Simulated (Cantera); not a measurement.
Feed: 1 mol Zr, 8.9 mol NH₃, 450 mol H₂, at 2125 K and 0.00133 bar.

Method: chemical equilibrium by Gibbs-energy minimisation in Cantera with the NASA 1993 tables (ideal gas, pure condensed phases). Candidate condensed phases: Zr, ZrN; 11 gas species. ZrN: taken at fixed stoichiometry. Kinetics and transport are ignored.

What is the equilibrium state?


* **x(H₂)**: 0.898
* **x(H)**: 0.0942
* **x(N₂)**: 0.00805
* **n(ZrN(s))**: 1.000 mol
* **gas amount**: 490.4 mol
* **log10 activity of Zr(β) (absent)**: -1.72
* **log10 activity of Zr(l) (absent)**: -1.72
